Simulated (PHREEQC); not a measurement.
Solution (80 °C): 5.6 mmol/kgw HF, 45 mmol/kgw NH4F and 0.39 mmol/kgw H2SO4. Closed to the air; pH follows from the charge balance.

Equilibrium calculation in PHREEQC: ion-association model, phreeqc.dat.

Each row changes one thing in this solution. This is a speciation only: nothing precipitates in the calculation.

```
case                                     pH  ionic strength (mol/kgw)  F- (mol/kgw)  HF (mol/kgw)  HF2- (mol/kgw)  SO4-2 (mol/kgw)
-------------------------------------  ----  ------------------------  ------------  ------------  --------------  ---------------
as made                                4.45                    0.0453        0.0433       0.00536        0.000993         0.000311
H2SO4 from 0.00039 to 0.00195 mol/kgw  4.24                    0.0462        0.0398       0.00805         0.00137          0.00155
HF from 0.0056 to 0.0084 mol/kgw       4.29                    0.0453    (withheld)       0.00771         0.00142         0.000310
diluted 2-fold with water              4.45                    0.0227        0.0219       0.00288        0.000271         0.000168
HF from 0.0056 to 0.028 mol/kgw        3.76                (withheld)        0.0402        0.0244         0.00420         0.000304
```

Task: Fill in the missing entries.

Result: 
- HF from 0.0056 to 0.0084 mol/kgw, F- (mol/kgw): 0.0429
- HF from 0.0056 to 0.028 mol/kgw, ionic strength (mol/kgw): 0.0454

At this temperature some constants are extrapolated from 25 °C, and those without enthalpy data are left unchanged.
